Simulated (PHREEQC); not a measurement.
2.4 g of hydrous ferric oxide (600 m²/g; 0.2 weak and 0.005 strong sites per Fe, Dzombak-Morel constants, diffuse double layer) in 1 kg of water with 0.01 mol/kgw of an inert sodium salt and 0.033 mmol/kgw Na2SO4, at 25 °C; the pH is set by adding NaOH or the inert anion's acid. O2 is buffered at 0.21 atm. The system is closed to CO2. No solid was allowed to form.

The series has 13 steps of pH, from 4 to 12.

Model: ion-association model, wateq4f.dat, run in PHREEQC.

**Question.** Near which pH is half of the S sorbed, and on which side is more sorbed?

**Answer.** Near pH 7.1, with more sorbed at lower pH.
